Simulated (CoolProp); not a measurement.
Vapour-liquid equilibrium of propane (1) + neopentane (2) at 297.5 K; x and y are mole fractions of (1).

Values from CoolProp's multi-fluid Helmholtz-energy mixture model, Lemmon 2009 and Lemmon 2006; pair parameters Bell 2016.

Question: Give the bubble pressure and the first vapour's composition at x = 0.05, 0.575, 0.65. Is there an azeotrope?

Answer: x = 0.05: 0.1866 MPa, y = 0.138; x = 0.575: 0.4788 MPa, y = 0.857; x = 0.65: 0.5485 MPa, y = 0.902. No azeotrope shows between x = 0.05 and 0.95.

Pair parameters are fitted to limited data, so mixtures are less certain than the pure fluids.
